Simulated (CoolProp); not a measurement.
The fluid at 419.91 K and 0.00667 MPa is compressed adiabatically to 0.0106 MPa with isentropic efficiency 0.7. The same conditions are run with several fluids, on thermodynamics alone (safety and materials aside).

Values from CoolProp's reference Helmholtz-energy equation of state of each fluid (decamethylcyclopentasiloxane (D5): Thol 2019; ethanol: Schroeder 2014; ethane: Bücker 2006; p-xylene: Zhou 2012; R125: Lemmon 2005).

| fluid | work (kJ/kg) | final temperature (K) | final density (kg/m³) |
|---|---|---|---|
| decamethylcyclopentasiloxane (D5) | … | … | … |
| ethanol | 51.3 | 447.3 | 0.131 |
| ethane | 79.0 | … | 0.0845 |
| p-xylene | … | … | … |
| R125 | … | 440.1 | 0.348 |

Task: Complete the blanks.

Result: 
- decamethylcyclopentasiloxane (D5), work (kJ/kg): 6.18
- decamethylcyclopentasiloxane (D5), final temperature (K): 423.9
- decamethylcyclopentasiloxane (D5), final density (kg/m³): 1.13
- ethane, final temperature (K): 453.8
- p-xylene, work (kJ/kg): 21.9
- p-xylene, final temperature (K): 433.1
- p-xylene, final density (kg/m³): 0.314
- R125, work (kJ/kg): 19.6
